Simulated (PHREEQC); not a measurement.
Consider water at 25 °C with 0.019 mol/kgw Cu(NO3)2, 0.0048 mol/kgw H2SO4 and 5.9e-05 mol/kgw Na2SO4. Closed to the air; pH follows from the charge balance.

Computed with PHREEQC (ion-association model, wateq4f.dat).

```yaml
pH: 2.13
ionic_strength: 0.0634 mol/kgw
total_alkalinity: -9.60 meq/kg
```

```csv
species,molality,activity,log γ
NO3-,0.0380,0.0300,-0.103
Cu+2,0.0174,0.00789,-0.343
H+,0.00870,0.00735,-0.074
SO4-2,0.00235,0.00101,-0.366
CuSO4,0.00161,0.00163,0.006
HSO4-,0.000897,0.000724,-0.094
Na+,0.000117,9.51e-5,-0.092
NaSO4-,5.92e-7,4.83e-7,-0.089
CuOH+,1.34e-8,1.07e-8,-0.096
```

Precipitation was switched off in this run.
